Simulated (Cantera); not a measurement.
An adiabatic, constant-pressure homogeneous reactor starts with 5.17 % C3H8, 19.9 % O2, 74.9 % N2, equivalence ratio 1.3, at 1425 K and 1800000 Pa.

Cantera simulation using GRI-Mech 3.0 (53 species, 325 reactions); the numbers are that mechanism's predictions, not measurements. GRI-Mech 3.0 was tuned for natural gas; its chemistry of propane as a main component is partial and can be far from experiment. The pressure lies above the range GRI-Mech 3.0 was tuned for (to about 10 atm).

Task: Predict: time of steepest temperature rise; temperature at 3.00 s; equilibrium temperature; x(O2) at 3.00 s; x(H2) at 3.00 s; x(OH) at 3.00 s; x(CH2O) at 3.00 s.

Result: 
| Item | Result |
|---|---|
| time of steepest temperature rise | 36.0 µs |
| temperature at 3.00 s | 2929 K |
| equilibrium temperature | 2929 K |
| x(O2) at 3.00 s | 0.00155 (gas-phase equilibrium 0.00155) |
| x(H2) at 3.00 s | 0.0310 (gas-phase equilibrium 0.0310) |
| x(OH) at 3.00 s | 0.00782 (gas-phase equilibrium 0.00782) |
| x(CH2O) at 3.00 s | 1.88e-8 (gas-phase equilibrium 1.88e-8) |
